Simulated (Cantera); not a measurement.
What does this Cantera script print?

```python
import numpy as np
import cantera as ct

gas_names = """
    Br Br2 H HBr H2 Si SiBr SiBr2 SiBr3 SiBr4 SiH SiHBr3 SiH2 SiH2Br2 SiH3 SiH3Br SiH4 Si2 Si3
""".split()
cond_names = """
    Br2(cr) Br2(L) Si(cr) Si(L)
""".split()


# ... load() reads the species with a 1 bar reference pressure and builds the phases ...
atoms = {
    'Si': {'Si': 1},
    'Br2': {'Br': 2},
    'H2': {'H': 2},
}
top_T = {}  # K; cautious upper limits of use, not melting points


# ... equilibrate(T, P, feed) seeds the gas with the atoms and calls Mixture.equilibrate('TP', solver="vcs", rtol=1e-11, max_steps=5000) ...
results = []
T = 775  # K
P = 11000  # Pa
for m in [0.46, 0.71, 0.96, 1.2, 1.5, 1.7, 1.9, 2.2, 2.4, 2.7, 2.9, 3.2, 3.4]:
    feed = {'Si': 1, 'Br2': 0.012, 'H2': m}  # mol
    mix = equilibrate(T, P, feed)
    results.append((T, P, feed, dict(zip(mix.species_names, mix.species_moles))))

top = {s: max(r[3][s] / sum(r[3][g] for g in gas_names) for r in results) for s in gas_names}
cols = sorted((s for s in top if top[s] > 0.0001), key=lambda s: -top[s])[:7]
seen = [c for c in cond_names if any(r[3].get(c, 0) > 1e-12 for r in results)]
print("log10 of partial pressures in bar; condensed amounts in mol")
print(f"{'n(H2)':>10s}" + "".join(f"{s[:9]:>10s}" for s in cols + seen))
for T, P, feed, n in results:
    ng = sum(n[g] for g in gas_names)
    print(f"{feed['H2']:10.4g}" + "".join(f"{np.log10(max(n[s] / ng * P / 1e5, 1e-99)):10.3f}" for s in cols)
          + "".join(f"{n.get(c, 0):10.4g}" for c in seen))
```

Result:

```
log10 of partial pressures in bar; condensed amounts in mol
     n(H2)        H2     SiBr4       HBr    SiHBr3   SiH2Br2    Si(cr)
      0.46    -0.965    -2.917    -3.587    -3.747    -4.909    0.9941
      0.71    -0.963    -3.117    -3.636    -3.896    -5.007    0.9941
      0.96    -0.962    -3.259    -3.671    -4.002    -5.077    0.9942
       1.2    -0.961    -3.366    -3.698    -4.082    -5.129    0.9943
       1.5    -0.961    -3.474    -3.724    -4.163    -5.183    0.9944
       1.7    -0.961    -3.535    -3.740    -4.209    -5.213    0.9944
       1.9    -0.961    -3.590    -3.753    -4.250    -5.241    0.9945
       2.2    -0.960    -3.664    -3.772    -4.305    -5.277    0.9945
       2.4    -0.960    -3.708    -3.783    -4.338    -5.299    0.9946
       2.7    -0.960    -3.768    -3.798    -4.383    -5.329    0.9947
       2.9    -0.960    -3.805    -3.807    -4.411    -5.348    0.9947
       3.2    -0.960    -3.857    -3.820    -4.449    -5.373    0.9948
       3.4    -0.960    -3.889    -3.828    -4.473    -5.389    0.9948
```

Equilibrium computed with Cantera from the NASA thermochemical tables; the gas is ideal and each condensed phase is pure.
